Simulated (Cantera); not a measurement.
Ignition delay

Mixture: 6.69 % CO, 1.47 % H2, 4.15 % CH4, 22.5 % O2, 65.2 % N2, equivalence ratio 0.55, at 10.0 bar, adiabatic and at constant volume. Ignition delay is the time to a rise of 400 K.

Detailed kinetics in Cantera: GRI-Mech 3.0 (53 species, 325 reactions). Below about 1000 K GRI-Mech 3.0 lacks low-temperature oxidation paths.

```csv
T0 (K),delay (ms)
975,17.1
1075,2.00
1175,0.444
1275,0.161
1375,0.0725
1475,0.0362
1575,0.0194
1675,0.0112
1775,0.00675
```

```
Quantity                                                Result
--------------------------------------------------  ----------
apparent activation energy between 1575 and 1775 K  120 kJ/mol
```
